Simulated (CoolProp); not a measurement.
The numbers come from the reference Helmholtz-energy equation of state, Thol 2015 in CoolProp.

**Question.** For octamethylcyclotetrasiloxane (D4), give the phase and the density (kg/m³), isothermal compressibility (1/MPa), fugacity coefficient at 568.2 K and 10.4 bar.

**Answer.** 
- 568.2 K and 10.4 bar: liquid; density 522, isothermal compressibility 0.173, fugacity coefficient 0.690
